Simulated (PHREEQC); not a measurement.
Make-up at 25 °C: 8.6 mmol/kgw HCl and 40 mmol/kgw ZnSO4. Closed to the air; pH follows from the charge balance.

All values are PHREEQC results (ion-association model, phreeqc.dat), not measurements.

Precipitation was switched off in this run.

**Question.** Predict the pH, density.

**Answer.** pH 2.38; density 1.004 g/cm³.

**Question.** In which forms is Cl present?

**Answer.** Cl- 98 %, ZnCl+ 2.4 % of the Cl.
